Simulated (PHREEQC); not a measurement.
1 kg of water holding 0.42 mol/kgw KCl, 0.08 mol/kgw NaHCO3 and 0.0073 mol/kgw NaCl is evaporated at 20 °C; the solids stay in contact with the brine. CO2 from the air is kept out. The run lets Halite, Kalicinite, Nahcolite, Natron, Sylvite, Trona precipitate or redissolve, and no other solid.

Computed with PHREEQC (Pitzer model, pitzer.dat).

Question: Predict ionic strength at water left (kg) = 0.375, 0.2082, 0.06418.

Answer: 
```tsv
water left (kg)	ionic strength
0.375	1.36
0.2082	2.44
0.06418	5.73
```
